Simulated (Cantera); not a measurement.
# C₆H₆ + NH₃ + H₂ + H₂O (carbon deposition, reforming and gasification)

Charge: 1 mol C₆H₆, 2.9 mol NH₃, 68 mol H₂, 0.23 mol H₂O, equilibrated at 3900 Pa.

Method: chemical equilibrium by Gibbs-energy minimisation in Cantera with the NASA 1993 tables (ideal gas, pure condensed phases). Candidate condensed phases: C, C₆H₆, C₇H₈, C₈H₁₈, H₂O; 136 gas species. Rates play no part.

From 2048 K to 2648 K the condensed part is C(graphite). The main C-bearing gas is CO at 2048 K and C₂H₂ (acetylene) at 2648 K. The share of C in condensed phases is highest at 2048 K (90.4 %) and lowest at 2648 K (36.0 %).

```
T (K)   x H₂     x H    x N₂  x C₂H₂ (acetylene)    x HCN     x CO  n C(graphite)
-----  -----  ------  ------  ------------------  -------  -------  -------------
2048   0.965  0.0111  0.0174             0.00101  0.00230  0.00296           5.42
2098   0.960  0.0153  0.0172             0.00137  0.00273  0.00295           5.33
2148   0.954  0.0206  0.0168             0.00183  0.00321  0.00295           5.21
2198   0.947  0.0274  0.0165             0.00240  0.00374  0.00294           5.08
2248   0.937  0.0360  0.0161             0.00310  0.00431  0.00292           4.91
2298   0.925  0.0467  0.0156             0.00396  0.00491  0.00291           4.71
2348   0.911  0.0597  0.0152             0.00498  0.00555  0.00289           4.48
2398   0.894  0.0754  0.0146             0.00618  0.00620  0.00286           4.21
2448   0.874  0.0942  0.0140             0.00755  0.00687  0.00284           3.90
2498   0.850   0.116  0.0134             0.00911  0.00753  0.00280           3.55
2548   0.822   0.142  0.0128              0.0108  0.00817  0.00277           3.14
2598   0.791   0.171  0.0121              0.0127  0.00878  0.00272           2.68
2648   0.755   0.205  0.0114              0.0147  0.00933  0.00267           2.16
```
x: gas mole fraction; n: condensed amount in mol.
